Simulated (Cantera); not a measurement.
Charge: 1 mol acetone, 0.13 mol O2, 5.6 mol H2, held at 43500 Torr.

Equilibrium computed with Cantera from the NASA thermochemical tables; the gas is ideal and each condensed phase is pure. Candidate condensed phases: C, C6H6, C7H8, C8H18, H2O; 110 gas species. The feed counts by its element totals alone. The ideal-gas law is rough above about 30 bar. Kinetics and transport are ignored.

x: gas mole fraction; n: condensed amount in mol.

```
T (K)   x H2   x CO  x C2H2 (acetylene)       x CH4         x H  n C(graphite)
-----  -----  -----  ------------------  ----------  ----------  -------------
1875   0.843  0.130            0.000267      0.0250     7.90e-5           1.50
2025   0.852  0.129          (withheld)  (withheld)  (withheld)           1.56
2175   0.856  0.129             0.00191      0.0118    0.000593           1.58
2325   0.856  0.129             0.00419     0.00868     0.00134           1.57
2475   0.853  0.128             0.00830     0.00660     0.00273           1.50
2625   0.845  0.128              0.0151     0.00514     0.00513           1.37
2775   0.832  0.128          (withheld)  (withheld)  (withheld)     (withheld)
2925   0.812  0.127              0.0404     0.00323      0.0147          0.847
```

Problem. Some entries are withheld; supply them.

Solution. 
- 2775, x C2H2 (acetylene): 0.0255
- 2775, x CH4: 0.00406
- 2775, x H: 0.00897
- 2775, n C(graphite): 1.16
- 2025, x C2H2 (acetylene): 0.000771
- 2025, x CH4: 0.0167
- 2025, x H: 0.000233
